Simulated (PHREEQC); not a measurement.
Make-up at 25 °C: 100 mmol/kgw K2CO3. Closed to the air; pH follows from the charge balance.

Model: ion-association model, phreeqc.dat, run in PHREEQC.

Each row changes one thing in this solution. This is a speciation only: nothing precipitates in the calculation.

```tsv
case	pH	ionic strength (mol/kgw)
as made	11.36	0.297
K2CO3 replaced by KCl at the same molality	6.98	0.100
temperature from 25 to 45 °C	…	0.294
K2CO3 replaced by K2HPO4 at the same molality	9.12	0.283
K2CO3 from 0.1 to 0.02 mol/kgw	11.12	0.0583
temperature from 25 to 90 °C	10.40	…
0.0013 mol/kgw Na2CO3 added	11.36	0.299
```

Task: Some entries are withheld; supply them.

Result: 
- temperature from 25 to 45 °C, pH: 10.98
- temperature from 25 to 90 °C, ionic strength (mol/kgw): 0.285

Complexes and solids missing from the database can't appear. Constants without temperature data keep their 25 °C values here.
